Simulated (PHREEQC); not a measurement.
A solution holds 1.1 mmol/kgw HF, 36 mmol/kgw ZnSO4 and 0.26 mmol/kgw KCl, at 25 °C. Closed to the air; pH follows from the charge balance.

Model: ion-association model, phreeqc.dat, run in PHREEQC.

This is a speciation only: nothing precipitates in the calculation.

### Question
Order these S species by the share of S that they hold, largest first: ZnSO4, HSO4-, Zn(SO4)2-2, SO4-2.

### Answer
SO4-2 (50 %), ZnSO4 (37 %), Zn(SO4)2-2 (11 %), HSO4- (0.93 %)

The pH is 3.42 and the ionic strength 0.0820 mol/kgw. Species that the database lacks are ignored.
